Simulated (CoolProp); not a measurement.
Vapour-liquid equilibrium of propylene (1) + R125 (2) at -63.85 °C; x and y are mole fractions of (1).

Model: multi-fluid Helmholtz-energy mixture model, Lemmon 2013 and Lemmon 2005; pair parameters Bell 2016, in CoolProp.

Q: Give the bubble pressure and the first vapour's composition at x = 0.275, 0.725, 0.8. Is there an azeotrope?

A: x = 0.275: 60.91 kPa, y = 0.422; x = 0.725: 61.54 kPa, y = 0.599; x = 0.8: 59.71 kPa, y = 0.647. y crosses x between x = 0.5 and 0.575: the model has an azeotrope there.

Pair parameters are fitted to limited data, so mixtures are less certain than the pure fluids.
